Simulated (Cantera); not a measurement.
Feed: 1 mol B₂O₃, 5.1 mol O₂, 0.21 mol H₂O, at 1.00 Torr.

These are equilibrium values from Cantera (NASA tables, ideal gas, pure condensed phases), not measurements of a reactor. Candidate condensed phases: B, B₂O₃, B₃O₃H₃, H₂O; 23 gas species. Kinetics and transport are ignored. All values below are at 2173 K.

Base state: O₂ 0.715, BO₂ 0.0925, B₂O₃ 0.0789, O 0.0526, HBO₂ 0.0474, OH 0.00621, H₂O 0.00383, BO 0.00214 (mole fractions); condensed: gas only.

**Question.** What changes in the equilibrium state with this change: H₂O from 0.21 to 12 mol?

**Answer.** 
```csv
species,before,after
H₂O,0.00383,0.512
O₂,0.715,0.251
HBO₂,0.0474,0.0877
BO₂,0.0925,0.0114
H₂,0.000119,0.0269
B₂O₃,0.0789,0.00202
H,0.00144,0.0217
OH,0.00621,0.0552
O,0.0526,0.0312
BO,0.00214,0.000445
HBO,1.43e-5,4.45e-5
```

**Question.** What changes in the equilibrium state with this change: 0.22 mol HCl added?

**Answer.** 
| species | before | after |
|---|---|---|
| O₂ | 0.715 | 0.680 |
| BO₂ | 0.0925 | 0.0855 |
| B₂O₃ | 0.0789 | 0.0692 |
| Cl | 0 | 0.0271 |
| HBO₂ | 0.0474 | 0.0619 |
| O | 0.0526 | 0.0513 |
| HCl | 0 | 0.00433 |
| BOCl | 0 | 0.000297 |
The tables' values for BOCl are old estimates; treat these amounts as uncertain.
